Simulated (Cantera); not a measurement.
An adiabatic, constant-volume homogeneous reactor starts with 1.40 % C3H8, 20.0 % O2, 75.0 % N2, 3.63 % H2O, equivalence ratio 0.35, at 1725 K and 375 Torr.

Detailed kinetics in Cantera: GRI-Mech 3.0 (53 species, 325 reactions). GRI-Mech 3.0 was tuned for natural gas; its chemistry of propane as a main component is partial and can be far from experiment.

Question: Predict: time of steepest temperature rise; temperature at 0.900 s; equilibrium temperature; x(O2) at 0.900 s; x(H2O) at 0.900 s; x(NO) at 0.900 s.

Answer: 
```json
{
  "time_of_steepest_temperature_rise": "26.5 µs",
  "temperature at 0.900 s": "2463 K",
  "equilibrium_temperature": "2463 K",
  "x(O2) at 0.900 s": "0.117 (gas-phase equilibrium 0.117)",
  "x(H2O) at 0.900 s": "0.0828 (gas-phase equilibrium 0.0828)",
  "x(NO) at 0.900 s": "0.0155 (gas-phase equilibrium 0.0155)"
}
```
